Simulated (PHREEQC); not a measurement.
Synthetic water in mg/L, 20 °C, pH 6.9, pe 12.3:

```json
[
 {"constituent": "Na", "mg/L": "1.54"},
 {"constituent": "K", "mg/L": "0.331"},
 {"constituent": "Ca", "mg/L": "7.2"},
 {"constituent": "Mg", "mg/L": "0.278"},
 {"constituent": "Cl", "mg/L": "8.24"},
 {"constituent": "S(6) as SO4", "mg/L": "8.28"},
 {"constituent": "Alkalinity as HCO3", "mg/L": "3.25"},
 {"constituent": "Li", "mg/L": "0.000672"},
 {"constituent": "Cu(2)", "mg/L": "0.0044"},
 {"constituent": "Cd", "mg/L": "1.01"}
]
```

Cl is adjusted to close the charge balance.
Valence states are taken as typed.

Equilibrium calculation in PHREEQC: ion-association model, phreeqc.dat.

This is a speciation only: nothing precipitates in the calculation.

### Question
Order these Cu species by the share of Cu that they hold, largest first: CuHCO3+, Cu(OH)2, Cu+2, CuCO3, CuOH+.

### Answer
Cu(OH)2 (49 %), Cu+2 (42 %), CuCO3 (3.5 %), CuOH+ (3.1 %), CuHCO3+ (1.00 %)

The pH is 6.90 and the ionic strength 0.000752 mol/kgw. The database's constant for dissolved Cu(OH)2 is higher than later reviews accept.
